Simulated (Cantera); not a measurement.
Charge: 1 mol Si, a varied amount of Cl₂, 4.7 mol N₂, at 1498 K and 0.0150 bar.

These are equilibrium values from Cantera (NASA tables, ideal gas, pure condensed phases), not measurements of a reactor. Candidate condensed phases: Si, Si₃N₄; 13 gas species. N₂ is the only nitrogen source here; it is nearly inert below about 1500 K, so the nitride shown seldom forms there in practice. Rates play no part.

**Question.** What share of the Si ends up in condensed phases as a function of n(Cl₂) (mol), at 0.059, 0.073, 0.091, 0.11, 0.14, 0.17, 0.21, 0.27, 0.33, 0.41?

**Answer.** 
```tsv
n(Cl₂) (mol)	Si condensed (%)	as
0.059	94.6	Si₃N₄(s)
0.073	93.4	Si₃N₄(s)
0.091	91.9	Si₃N₄(s)
0.11	90.3	Si₃N₄(s)
0.14	87.8	Si₃N₄(s)
0.17	85.4	Si₃N₄(s)
0.21	82.2	Si₃N₄(s)
0.27	77.5	Si₃N₄(s)
0.33	72.8	Si₃N₄(s)
0.41	66.7	Si₃N₄(s)
```
